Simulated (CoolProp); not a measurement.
c-C4F8 (RC318) at 293.15 K and 0.153 MPa is throttled through a valve to 0.0637 MPa with no heat exchange. Each further row changes one setting.

Model: reference Helmholtz-energy equation of state, Platzer 1990, in CoolProp. This equation is an older, rougher fit.

```json
[
 {"case": "as stated", "temperature change (K)": "[?]", "final density (kg/m³)": "5.36"},
 {"case": "outlet pressure 0.0191 MPa", "temperature change (K)": "-2.2", "final density (kg/m³)": "1.59"},
 {"case": "outlet pressure 0.0828 MPa", "temperature change (K)": "[?]", "final density (kg/m³)": "[?]"}
]
```

**Question.** Fill in the missing entries.

**Answer.** 
- as stated, temperature change (K): -1.5
- outlet pressure 0.0828 MPa, temperature change (K): -1.2
- outlet pressure 0.0828 MPa, final density (kg/m³): 7.01
